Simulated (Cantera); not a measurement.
A Cantera script and what it prints.

```python
import numpy as np
import cantera as ct

gas_names = [...]  # 115 gases of nasa_gas.yaml made of C, Ca, H, O
cond_names = """
    C(gr) C6H6(L) C7H8(L) C8H18(L),n-octa Ca(a) Ca(b) Ca(L) CaCO3(caL) CaO(s) CaO(L) CaO2H2(s) H2O(s)
    H2O(L)
""".split()


# ... load() reads the species with a 1 bar reference pressure and builds the phases ...
atoms = {
    'Ca(OH)2': {'Ca': 1, 'O': 2, 'H': 2},
    'CO2': {'C': 1, 'O': 2},
}
top_T = {'C(gr)': 4500}  # K; cautious upper limits of use, not melting points


# ... equilibrate(T, P, feed) seeds the gas with the atoms and calls Mixture.equilibrate('TP', solver="vcs", rtol=1e-11, max_steps=5000) ...
results = []
feed = {'Ca(OH)2': 1, 'CO2': 0.11}  # mol
P = 3400  # Pa
for T in [525, 575, 625, 675, 725, 775, 825, 875]:
    mix = equilibrate(T, P, feed)
    results.append((T, P, feed, dict(zip(mix.species_names, mix.species_moles))))

top = {s: max(r[3][s] / sum(r[3][g] for g in gas_names) for r in results) for s in gas_names}
cols = sorted((s for s in top if top[s] > 0.0001), key=lambda s: -top[s])[:6]
seen = [c for c in cond_names if any(r[3].get(c, 0) > 1e-12 for r in results)]
print("log10 of partial pressures in bar; condensed amounts in mol")
print(f"{'T/K':>10s}" + "".join(f"{s[:9]:>10s}" for s in cols + seen))
for T, P, feed, n in results:
    ng = sum(n[g] for g in gas_names)
    print(f"{T:10.4g}" + "".join(f"{np.log10(max(n[s] / ng * P / 1e5, 1e-99)):10.3f}" for s in cols)
          + "".join(f"{n.get(c, 0):10.4g}" for c in seen))
```

Output:

```
log10 of partial pressures in bar; condensed amounts in mol
       T/K       H2O       CO2 CaCO3(caL    CaO(s) CaO2H2(s)
       525    -1.469    -7.485      0.11         0      0.89
       575    -1.469    -6.870      0.11         0      0.89
       625    -1.469    -6.350      0.11         0      0.89
       675    -1.469    -5.609    0.1099    0.8901         0
       725    -1.469    -4.679    0.1094    0.8906         0
       775    -1.470    -3.872     0.106     0.894         0
       825    -1.477    -3.165   0.08948    0.9105         0
       875    -1.507    -2.541   0.01746    0.9825         0
```

Cantera equilibrium calculation (NASA polynomials, part measured and part estimated; ideal gas, pure solids and liquids).
